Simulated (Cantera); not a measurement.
**Adiabatic ignition**

An adiabatic, constant-volume homogeneous reactor starts with 2.28 % CH4, 0.116 % C2H6, 1.16 % C3H8, 18.3 % O2, 68.6 % N2, 2.51 % H2O, 7.07 % CO2, equivalence ratio 0.59, at 1348 K and 1.00 bar.

Cantera simulation using GRI-Mech 3.0 (53 species, 325 reactions); the numbers are that mechanism's predictions, not measurements. GRI-Mech 3.0 was tuned for natural gas; its chemistry of propane as a main component is partial and can be far from experiment.

| t (s) | T (K) | P (bar) | x CH4 | x C2H6 | x C3H8 | x H2O | x O2 |
|---|---|---|---|---|---|---|---|
| 2.00e-6 | 1348 | 1.000 | 0.0228 | 0.00116 | 0.0116 | 0.0251 | 0.183 |
| 7.10e-6 | 1348 | 1.000 | 0.0228 | 0.00116 | 0.0116 | 0.0251 | 0.183 |
| 2.52e-5 | 1347 | 1.000 | 0.0228 | 0.00116 | 0.0115 | 0.0251 | 0.183 |
| 8.94e-5 | 1347 | 1.000 | 0.0227 | 0.00121 | 0.0111 | 0.0254 | 0.182 |
| 0.000317 | 1355 | 1.01 | 0.0220 | 0.00167 | 0.00887 | 0.0272 | 0.180 |
| 0.00113 | 2499 | 1.90 | <1e-12 | <1e-12 | <1e-12 | 0.111 | 0.0756 |
| 0.00400 | 2495 | 1.89 | <1e-12 | <1e-12 | <1e-12 | 0.111 | 0.0742 |
| 0.0142 | 2485 | 1.89 | <1e-12 | <1e-12 | <1e-12 | 0.111 | 0.0714 |
| 0.0504 | 2480 | 1.88 | <1e-12 | <1e-12 | <1e-12 | 0.111 | 0.0700 |
| 0.179 | 2480 | 1.88 | <1e-12 | <1e-12 | <1e-12 | 0.111 | 0.0700 |
| 0.635 | 2480 | 1.88 | <1e-12 | <1e-12 | <1e-12 | 0.111 | 0.0700 |
| 2.25 | 2480 | 1.88 | <1e-12 | <1e-12 | <1e-12 | 0.111 | 0.0700 |
| 8.00 | 2480 | 1.88 | <1e-12 | <1e-12 | <1e-12 | 0.111 | 0.0700 |
x: mole fraction; the columns are a selection and need not sum to one.

- time of steepest temperature rise = 0.572 ms
- temperature at 8.00 s = 2480 K
- equilibrium temperature = 2480 K
- x(CH4) at 8.00 s = <1e-12 (gas-phase equilibrium <1e-12)
- x(C2H6) at 8.00 s = <1e-12 (gas-phase equilibrium <1e-12)
- x(C3H8) at 8.00 s = <1e-12 (gas-phase equilibrium <1e-12)
